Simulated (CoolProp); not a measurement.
Properties of ethylene along the isotherm 251 K (Tc = 282.4 K, pc = 50.42 bar, ω = 0.087).

Model: reference Helmholtz-energy equation of state, Smukala 2000, in CoolProp.

```csv
p (bar),phase,density (kg/m³),cv (kJ/(kg K)),speed of sound (m/s),expansivity (1/kK),fugacity coefficient
2.29,gas,3.148,1.095,___,4.264,0.9782
4.58,gas,6.449,1.109,299.1,4.586,0.9564
6.88,gas,9.940,1.124,294.5,4.961,0.9347
9.17,gas,13.62,1.140,289.6,5.399,0.9130
11.5,gas,17.60,1.158,284.4,5.934,0.8910
13.8,gas,21.83,1.179,278.9,6.580,0.8693
16,gas,26.19,1.202,273.3,7.354,0.8485
18.3,gas,31.19,___,266.9,8.405,0.8266
20.6,gas,36.78,1.266,259.9,9.858,0.8045
22.9,gas,43.18,1.315,252.0,12.05,0.7822
25.2,liquid,420.2,1.370,622.7,___,0.7358
```

Fill in the missing entries.


- 2.29, speed of sound (m/s): 303.5
- 18.3, cv (kJ/(kg K)): 1.230
- 25.2, expansivity (1/kK): 7.141
